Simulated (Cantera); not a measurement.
Input: 1 mol C, 1.4 mol CO₂, 64 mol H₂, equilibrated at 8600000 Pa.

Method: chemical equilibrium by Gibbs-energy minimisation in Cantera with the NASA 1993 tables (ideal gas, pure condensed phases). Candidate condensed phases: C, C₆H₆, C₇H₈, C₈H₁₈, H₂O; 110 gas species. The ideal-gas law is rough above about 30 bar. The numbers say what is thermodynamically allowed, not how fast it happens.

log p: log10 of the partial pressure in bar; nothing condenses.

```
T (°C)  log p H₂  log p H₂O  log p CH₄  log p CO  log p CO₂  log p H
------  --------  ---------  ---------  --------  ---------  -------
327         1.90       0.59       0.53      <-10       <-10     <-10
427         1.90       0.59       0.53     -8.13      -8.46     <-10
527         1.90       0.59       0.53     -6.07      -6.75     <-10
627         1.90       0.59       0.53     -4.45      -5.39        ?
727         1.90       0.59       0.53     -3.15      -4.30        ?
827         1.90       0.59       0.52     -2.08      -3.39        ?
927         1.90       0.58       0.52     -1.20      -2.65        ?
1027        1.90       0.55       0.48     -0.52      -2.11        ?
1127        1.90       0.47       0.38     -0.06      -1.83        ?
1227        1.91       0.34       0.22      0.19      -1.79        ?
1327        1.91       0.19       0.02      0.33      -1.87        ?
1427        1.91       0.06      -0.20      0.40      -1.99        ?
```

What belongs in the gaps?


- 627, log p H: -8.98
- 727, log p H: -7.70
- 827, log p H: -6.64
- 927, log p H: -5.76
- 1027, log p H: -5.01
- 1127, log p H: -4.36
- 1227, log p H: -3.80
- 1327, log p H: -3.31
- 1427, log p H: -2.88
